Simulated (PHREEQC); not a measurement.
HCl is added in steps, without added water, to 1 kg of water holding 0.051 mol/kgw CuCl2, 3.6e-05 mol/kgw H2SO4 and 0.16 mol/kgw KCl, at 25 °C. O2 is buffered at 0.21 atm. No CO2 enters from the air. Solids allowed: Cu(OH)2, Brochantite, Antlerite, Atacamite, Chalcanthite. Others were left out.

Base run: PHREEQC, ion-association model, wateq4f.dat. Each further column changes one thing. The table gives HSO4- (mol/kgw).

```tsv
HCl added (mol)	base	database phreeqc.dat	all activity coefficients set to 1	Davies equation for every ion	Debye-Hückel limiting law
0	7.11e-8	4.30e-8	9.00e-8	7.40e-8	1.86e-8
0.0013	7.12e-7	6.82e-7	5.80e-7	6.83e-7	(withheld)
0.00195	1.04e-6	9.96e-7	8.48e-7	9.97e-7	(withheld)
0.00325	1.68e-6	1.61e-6	1.38e-6	1.61e-6	7.31e-7
0.00455	2.29e-6	2.20e-6	1.89e-6	2.20e-6	1.00e-6
0.0052	2.59e-6	2.49e-6	2.14e-6	2.49e-6	1.14e-6
0.0065	3.17e-6	3.05e-6	2.63e-6	3.05e-6	1.40e-6
0.0078	3.74e-6	3.59e-6	3.11e-6	3.60e-6	1.66e-6
0.00845	4.01e-6	3.85e-6	(withheld)	3.86e-6	1.79e-6
0.00975	4.55e-6	4.37e-6	3.81e-6	4.38e-6	2.03e-6
0.01105	5.06e-6	4.87e-6	4.26e-6	4.88e-6	2.28e-6
0.0117	5.32e-6	5.11e-6	4.49e-6	5.13e-6	(withheld)
0.013	5.81e-6	(withheld)	4.92e-6	5.61e-6	2.63e-6
```

### Question
Complete the blanks.

### Answer

- 0.0013, Debye-Hückel limiting law: 3.08e-7
- 0.00195, Debye-Hückel limiting law: 4.51e-7
- 0.00845, all activity coefficients set to 1: 3.35e-6
- 0.0117, Debye-Hückel limiting law: 2.40e-6
- 0.013, database phreeqc.dat: 5.58e-6

 phreeqc.dat and wateq4f.dat share most of their constants, so their agreement is no independent check. Solids allowed in the column 'database phreeqc.dat': Sylvite.
